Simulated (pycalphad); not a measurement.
Phase fractions of B-25.1N (at.%)

CALPHAD calculation (pycalphad, COST 507 light-alloy database (1999)), 1 atm. These are 1990s assessments: newer ones move some temperatures and phases. Phase fractions are per mole of atoms. Diffusion is slow at the low end, where real alloys seldom reach equilibrium.

```tsv
T (°C)	liquid	gas	BN_HP4	β-boron
3427	0.730	0.270	-	-
3277	0.740	0.260	-	-
3127	0.745	0.255	-	-
2977	0.747	0.253	-	-
2827	0.748	0.252	-	-
2677	0.749	0.251	-	-
2527	0.749	0.251	-	-
2377	0.498	-	0.502	-
2227	0.498	-	0.502	-
2077	0.498	-	0.502	-
1927	-	-	0.502	0.498
1777	-	-	0.502	0.498
1627	-	-	0.502	0.498
1477	-	-	0.502	0.498
1327	-	-	0.502	0.498
1177	-	-	0.502	0.498
1027	-	-	0.502	0.498
877	-	-	0.502	0.498
727	-	-	0.502	0.498
577	-	-	0.502	0.498
427	-	-	0.502	0.498
277	-	-	0.502	0.498
```

Database names, with the compositions (at.%) that they take in these runs: BN_HP4: B 50 N 50.
